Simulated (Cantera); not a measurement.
What does this Cantera script print?

```python
import numpy as np
import cantera as ct

gas_names = """
    CL CL2 H HCL H2 N NH NH2 NH3 N2 N2H2 N2H4 Si SiCL SiCL2 SiCL3 SiCL4 SiH SiHCL3 SiH2 SiH2CL2 SiH3
    SiH3CL SiH4 SiN Si2 Si2N Si3
""".split()
cond_names = """
    NH4CL(a) NH4CL(b) Si(cr) Si(L) Si3N4(a)
""".split()


# ... load() reads the species with a 1 bar reference pressure and builds the phases ...
atoms = {
    'SiH2Cl2': {'Si': 1, 'H': 2, 'CL': 2},
    'NH3': {'N': 1, 'H': 3},
}
top_T = {'Si3N4(a)': 2400}  # K; cautious upper limits of use, not melting points


# ... equilibrate(T, P, feed) seeds the gas with the atoms and calls Mixture.equilibrate('TP', solver="vcs", rtol=1e-11, max_steps=5000) ...
results = []
feed = {'SiH2Cl2': 1, 'NH3': 3.5}  # mol
P = 19  # Pa
for T in [1550, 1600, 1650, 1700, 1750, 1800, 1850, 1900, 1950, 2000]:
    mix = equilibrate(T, P, feed)
    results.append((T, P, feed, dict(zip(mix.species_names, mix.species_moles))))
    x = sorted(zip(gas.X, gas.species_names), reverse=True)
    print(f"T = {T:g} K  P = {P:g} Pa  gas = {mix.phase_moles(0):.4g} mol")
    print("   x: " + "  ".join(f"{s} {v:.3e}" for v, s in x if v > 0.0001))
    print("   condensed (mol): " + ("  ".join(f"{mix.phase(i).name} {mix.phase_moles(i):.4g}"
          for i in range(1, mix.n_phases) if mix.phase_moles(i) > 1e-12) or "none"))
```

Output:

```
T = 1550 K  P = 19 Pa  gas = 9.011 mol
   x: H2 6.400e-01  N2 1.942e-01  HCL 1.054e-01  SiCL2 5.781e-02  H 1.828e-03  CL 2.402e-04  SiCL3 1.915e-04  Si 1.748e-04  SiCL 1.534e-04
   condensed (mol): Si(cr) 0.4743
T = 1600 K  P = 19 Pa  gas = 9.021 mol
   x: H2 6.392e-01  N2 1.940e-01  HCL 1.040e-01  SiCL2 5.829e-02  H 3.154e-03  Si 5.132e-04  CL 4.057e-04  SiCL 3.020e-04  SiCL3 1.426e-04
   condensed (mol): Si(cr) 0.4652
T = 1650 K  P = 19 Pa  gas = 9.042 mol
   x: H2 6.373e-01  N2 1.935e-01  HCL 1.025e-01  SiCL2 5.858e-02  H 5.262e-03  Si 1.410e-03  CL 6.632e-04  SiCL 5.695e-04  SiCL3 1.077e-04
   condensed (mol): Si(cr) 0.4508
T = 1700 K  P = 19 Pa  gas = 9.081 mol
   x: H2 6.332e-01  N2 1.927e-01  HCL 1.015e-01  SiCL2 5.823e-02  H 8.507e-03  Si 3.571e-03  CL 1.060e-03  SiCL 1.018e-03
   condensed (mol): Si(L) 0.4272
T = 1750 K  P = 19 Pa  gas = 9.15 mol
   x: H2 6.250e-01  N2 1.912e-01  HCL 1.028e-01  SiCL2 5.614e-02  H 1.334e-02  Si 7.901e-03  CL 1.692e-03  SiCL 1.663e-03  SiH 1.139e-04
   condensed (mol): Si(L) 0.3951
T = 1800 K  P = 19 Pa  gas = 9.276 mol
   x: H2 6.120e-01  N2 1.886e-01  HCL 1.030e-01  SiCL2 5.361e-02  H 2.032e-02  Si 1.671e-02  SiCL 2.626e-03  CL 2.618e-03  SiH 2.056e-04  Si2 1.010e-04
   condensed (mol): Si(L) 0.3165
T = 1850 K  P = 19 Pa  gas = 9.509 mol
   x: H2 5.913e-01  N2 1.839e-01  HCL 1.016e-01  SiCL2 5.037e-02  Si 3.394e-02  H 3.005e-02  SiCL 4.008e-03  CL 3.922e-03  SiH 3.567e-04  Si2 2.375e-04  Si2N 1.173e-04
   condensed (mol): Si(L) 0.1472
T = 1900 K  P = 19 Pa  gas = 9.785 mol
   x: H2 5.635e-01  N2 1.787e-01  HCL 1.068e-01  Si 5.229e-02  H 4.321e-02  SiCL2 4.314e-02  CL 6.180e-03  SiCL 5.059e-03  SiH 4.697e-04  Si2 3.311e-04  Si2N 1.163e-04  SiN 1.020e-04
   condensed (mol): none
T = 1950 K  P = 19 Pa  gas = 9.994 mol
   x: H2 5.351e-01  N2 1.750e-01  HCL 1.192e-01  H 6.083e-02  Si 6.075e-02  SiCL2 3.274e-02  CL 1.016e-02  SiCL 5.194e-03  SiH 4.686e-04  Si2 2.697e-04  SiN 1.031e-04
   condensed (mol): none
T = 2000 K  P = 19 Pa  gas = 10.24 mol
   x: H2 5.042e-01  N2 1.708e-01  HCL 1.280e-01  H 8.377e-02  Si 6.829e-02  SiCL2 2.319e-02  CL 1.584e-02  SiCL 5.044e-03  SiH 4.534e-04  Si2 2.110e-04  SiN 1.013e-04
   condensed (mol): none
```

Method: chemical equilibrium by Gibbs-energy minimisation in Cantera with the NASA 1993 tables (ideal gas, pure condensed phases). The tables' values for SiCl, SiCl3, SiN are old estimates; treat these amounts as uncertain. Gases not in the tables: Si2H6 and higher silanes.
